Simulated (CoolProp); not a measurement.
Water along the isotherm 655.05 °C: fugacity coefficient from the reference equation and from simpler models built on Tc = 373.9 °C, pc = 22.06 MPa, ω = 0.344; each cubic takes its own stable root.

Model: reference Helmholtz-energy equation of state, Wagner 2002, in CoolProp.

```csv
p (MPa),phase,reference,van der Waals,Soave-Redlich-Kwong,Peng-Robinson
7.14,gas,0.9747,0.9623,0.9769,0.9693
14.3,gas,0.9496,0.9252,0.9550,0.9406
21.4,gas,0.9252,0.8894,0.9347,…
28.6,supercritical,0.9010,0.8542,0.9154,0.8894
35.7,supercritical,0.8777,0.8206,0.8978,0.8669
42.9,supercritical,0.8549,0.7883,0.8814,0.8461
50,supercritical,0.8333,0.7585,0.8667,0.8274
57.1,supercritical,0.8127,0.7314,0.8535,0.8106
64.3,supercritical,…,0.7072,0.8415,0.7954
71.4,supercritical,0.7743,0.6866,…,0.7820
78.6,supercritical,0.7567,0.6689,0.8221,0.7699
85.7,supercritical,0.7406,…,0.8144,0.7595
92.9,supercritical,0.7254,0.6423,0.8079,0.7503
100,supercritical,0.7115,0.6326,0.8026,0.7425
```

Complete the blanks.


- 21.4, Peng-Robinson: 0.9142
- 64.3, reference: 0.7928
- 71.4, Soave-Redlich-Kwong: 0.8312
- 85.7, van der Waals: 0.6544
